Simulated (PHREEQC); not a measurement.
Consider water at 7.8 °C with 0.97 mmol/kgw K3PO4. Closed to the air; pH follows from the charge balance.

Model: ion-association model, phreeqc.dat, run in PHREEQC.

This is a speciation only: nothing precipitates in the calculation.

### Question
Order these P species by the share of P that they hold, largest first: HPO4-2, KHPO4-, PO4-3.

### Answer
HPO4-2 (87 %), PO4-3 (13 %), KHPO4- (0.38 %)

The pH is 11.52 and the ionic strength 0.00412 mol/kgw. At this temperature some constants are extrapolated from 25 °C, and those without enthalpy data are left unchanged.
